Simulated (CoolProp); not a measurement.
A single-stage vapour-compression cycle with R22: evaporating at 222.15 K (dew point), condensing at 280.15 K (bubble point), superheat 2 K, subcooling 5 K, compressor efficiency 0.6, no pressure losses. Each further row changes one setting.

The numbers come from the reference Helmholtz-energy equation of state, Kamei 1995 in CoolProp.

```tsv
case	cooling COP	pressure ratio	discharge temperature (K)	refrigerating effect (kJ/kg)	volumetric capacity (kJ/m³)
as stated	1.87	10.1	378.1	182	530
evaporating temperature 227.15 K	2.14	7.87	366.8	184	679
condensing temperature 275.15 K	2.09	8.67	?	188	547
subcooling 10 K	1.93	10.1	378.1	188	547
superheat 12 K	1.85	10.1	391.4	188	?
compressor efficiency 0.5	?	10.1	403.0	182	530
```

Question: What belongs in the gaps?

Answer: 
- condensing temperature 275.15 K, discharge temperature (K): 367.2
- superheat 12 K, volumetric capacity (kJ/m³): 521
- compressor efficiency 0.5, cooling COP: 1.56
